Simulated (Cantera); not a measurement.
Cantera with NASA thermochemical tables; ideal gases at 1 bar, condensed phases pure. Values are per mole of reaction as written; species without (g) are pure solids or liquids, kept so even where they would boil at 1 bar.

3 Ni + 4 H2S(g) → 4 H2(g) + Ni3S4

```tsv
T (K)	ΔH° (kJ)	ΔS° (J/K)	ΔG° (kJ)	log10 K
300	-219.0	-203.1	-158.1	27.52
350	(withheld)	(withheld)	(withheld)	(withheld)
400	-212.3	-183.9	-138.8	18.12
450	(withheld)	(withheld)	(withheld)	(withheld)
500	-205.4	-168.4	-121.2	12.66
550	(withheld)	(withheld)	(withheld)	(withheld)
```

Task: Fill in the missing entries.

Result: 
- 350, ΔH° (kJ): -215.7
- 350, ΔS° (J/K): -192.9
- 350, ΔG° (kJ): -148.2
- 350, log10 K: 22.11
- 450, ΔH° (kJ): -208.9
- 450, ΔS° (J/K): -175.8
- 450, ΔG° (kJ): -129.8
- 450, log10 K: 15.06
- 550, ΔH° (kJ): -201.9
- 550, ΔS° (J/K): -161.7
- 550, ΔG° (kJ): -112.9
- 550, log10 K: 10.72
